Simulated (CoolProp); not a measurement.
Properties of R507A along the isobar 1.01 bar.

Model: reference Helmholtz-energy equation of state, Lemmon 2003, in CoolProp. It is a pseudo-pure fit of the blend.

```csv
T (K),phase,density (kg/m³),cp (kJ/(kg K)),cv (kJ/(kg K)),viscosity (µPa s),conductivity (mW/(m K))
272.7,gas,4.507,0.8329,0.7380,11.1,11.6
295.5,gas,4.135,0.8679,0.7762,12.1,13.3
318.2,gas,3.824,0.9044,0.8146,13.0,14.9
340.9,gas,3.559,0.9410,0.8525,14.0,16.6
363.6,gas,3.330,0.9770,0.8893,14.9,18.3
386.4,gas,3.128,1.012,0.9250,15.7,20.0
409.1,gas,2.951,1.046,0.9590,16.6,21.6
431.8,gas,2.793,1.078,0.9915,17.4,23.3
454.5,gas,2.652,1.108,1.022,18.2,25.0
477.3,gas,2.523,1.137,1.052,19.0,26.7
500,gas,2.408,1.165,1.079,19.8,28.3
```

Viscosity comes from a separate model (Geller 2000). Thermal conductivity comes from a separate model (Geller 2001).
